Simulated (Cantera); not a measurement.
**Ignition delay**

Mixture: CH₄ : C₂H₆ : C₃H₈ : O₂ : N₂ = 1 : 0.049 : 0.38 : 3.39 : 18 (molar parts), equivalence ratio 1.2, at 0.987 atm, adiabatic and at constant pressure. Ignition delay is the time to a rise of 400 K.

Computed with Cantera and GRI-Mech 3.0 (53 species, 325 reactions). GRI-Mech 3.0 was tuned for natural gas; its chemistry of propane as a main component is partial and can be far from experiment.

| T0 (K) | delay (ms) |
|---|---|
| 1350 | 0.816 |
| 1425 | 0.320 |
| 1500 | 0.149 |
| 1575 | 0.0802 |
| 1650 | 0.0484 |

```
Item                                                    Result
--------------------------------------------------  ----------
apparent activation energy between 1500 and 1650 K  150 kJ/mol
```
